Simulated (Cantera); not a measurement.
A perfectly stirred reactor is fed with C₃H₈ : H₂ = 1 : 14 (molar parts), at 173 Torr; it is held at 1473 K, and followed from long to short residence time.

Computed with Cantera and GRI-Mech 3.0 (53 species, 325 reactions). GRI-Mech 3.0 was tuned for natural gas; its chemistry of propane as a main component is partial and can be far from experiment. GRI-Mech 3.0 stops at C3 and has no aromatics, soot or wall deposition, so with more carbon than oxygen in the feed, carbon stays in small species such as C2H2 where larger ones or solid carbon would form.

**Question.** Predict: x(C₃H₈) at τ = 11.0 s; x(H₂) at τ = 11.0 s; x(C₂H₄) at τ = 11.0 s; x(H) at τ = 11.0 s; x(CH₄) at τ = 11.0 s; x(C₃H₈) at τ = 39.0 ms; x(H₂) at τ = 39.0 ms; x(C₂H₄) at τ = 39.0 ms; x(H) at τ = 39.0 ms; x(CH₄) at τ = 39.0 ms.

**Answer.** 
| Quantity | Result |
|---|---|
| x(C₃H₈) at τ = 11.0 s | 2.82e-6 |
| x(H₂) at τ = 11.0 s | 0.886 |
| x(C₂H₄) at τ = 11.0 s | 0.00449 |
| x(H) at τ = 11.0 s | 3.10e-5 |
| x(CH₄) at τ = 11.0 s | 0.0520 |
| x(C₃H₈) at τ = 39.0 ms | 0.000302 |
| x(H₂) at τ = 39.0 ms | 0.881 |
| x(C₂H₄) at τ = 39.0 ms | 0.0113 |
| x(H) at τ = 39.0 ms | 0.000149 |
| x(CH₄) at τ = 39.0 ms | 0.0594 |
